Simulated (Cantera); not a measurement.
# Thermodynamics of silicon oxide and oxynitride deposition, feed SiCl4 + O2

Charge: 1 mol SiCl4, 1.1 mol O2, at 150 Pa.

Method: chemical equilibrium by Gibbs-energy minimisation in Cantera with the NASA 1993 tables (ideal gas, pure condensed phases). Candidate condensed phases: Si, SiO2; 15 gas species. The tables hold silica as quartz up to 1696 K and as liquid above; real silica turns to tridymite and cristobalite and melts near 1996 K. Kinetics and transport are ignored.

```json
[
 {"T (K)": "1498", "x Cl": "0.729", "x Cl2": "0.240", "x O2": "0.0302", "x O": "1.77e-5", "x ClO": "0.000121", "x SiCl4": "1.33e-6", "n SiO2(β-quartz)": "1.000", "n SiO2(condensed)": "0"},
 {"T (K)": "1523", "x Cl": "0.776", "x Cl2": "0.195", "x O2": "0.0291", "x O": "2.43e-5", "x ClO": "0.000122", "x SiCl4": "1.25e-6", "n SiO2(β-quartz)": "1.000", "n SiO2(condensed)": "0"},
 {"T (K)": "1548", "x Cl": "0.816", "x Cl2": "0.156", "x O2": "0.0281", "x O": "3.30e-5", "x ClO": "0.000123", "x SiCl4": "1.13e-6", "n SiO2(β-quartz)": "1.000", "n SiO2(condensed)": "0"},
 {"T (K)": "1573", "x Cl": "0.849", "x Cl2": "0.124", "x O2": "0.0273", "x O": "4.46e-5", "x ClO": "0.000122", "x SiCl4": "9.90e-7", "n SiO2(β-quartz)": "1.000", "n SiO2(condensed)": "0"},
 {"T (K)": "1598", "x Cl": "0.876", "x Cl2": "0.0975", "x O2": "0.0267", "x O": "5.97e-5", "x ClO": "0.000121", "x SiCl4": "8.40e-7", "n SiO2(β-quartz)": "1.000", "n SiO2(condensed)": "0"},
 {"T (K)": "1623", "x Cl": "0.897", "x Cl2": "0.0764", "x O2": "0.0262", "x O": "7.94e-5", "x ClO": "0.000119", "x SiCl4": "6.98e-7", "n SiO2(β-quartz)": "1.000", "n SiO2(condensed)": "0"},
 {"T (K)": "1648", "x Cl": "0.914", "x Cl2": "0.0597", "x O2": "0.0257", "x O": "0.000105", "x ClO": "0.000118", "x SiCl4": "5.69e-7", "n SiO2(β-quartz)": "1.000", "n SiO2(condensed)": "0"},
 {"T (K)": "1673", "x Cl": "0.928", "x Cl2": "0.0467", "x O2": "0.0254", "x O": "0.000138", "x ClO": "0.000115", "x SiCl4": "4.59e-7", "n SiO2(β-quartz)": "1.000", "n SiO2(condensed)": "0"},
 {"T (K)": "1698", "x Cl": "0.938", "x Cl2": "0.0365", "x O2": "0.0251", "x O": "0.000179", "x ClO": "0.000113", "x SiCl4": "3.67e-7", "n SiO2(β-quartz)": "0", "n SiO2(condensed)": "1.000"},
 {"T (K)": "1723", "x Cl": "0.946", "x Cl2": "0.0287", "x O2": "0.0249", "x O": "0.000232", "x ClO": "0.000111", "x SiCl4": "2.90e-7", "n SiO2(β-quartz)": "0", "n SiO2(condensed)": "1.000"}
]
```
x: gas mole fraction; n: condensed amount in mol.

From 1498 K to 1673 K the condensed part is SiO2(β-quartz). From 1698 K to 1723 K the condensed part is SiO2(condensed). The main Si-bearing gas is SiCl4 at 1498 K and SiO at 1723 K.
